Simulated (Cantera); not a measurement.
A closed system holds: 1 mol Si, 1.5 mol HBr, 4.7 mol H2, equilibrated at 133 Pa.

Cantera equilibrium calculation (NASA polynomials, part measured and part estimated; ideal gas, pure solids and liquids). Candidate condensed phases: Br2, Si; 19 gas species. The tables' values for SiBr3 are old estimates; treat these amounts as uncertain. Kinetics and transport are ignored.

Task: At 775 °C, list the 4 most abundant gas species with their mole fractions, and the condensed phases.

Result: H2 0.847, HBr 0.109, SiBr4 0.0242, SiBr2 0.0171. Condensed: Si(s).
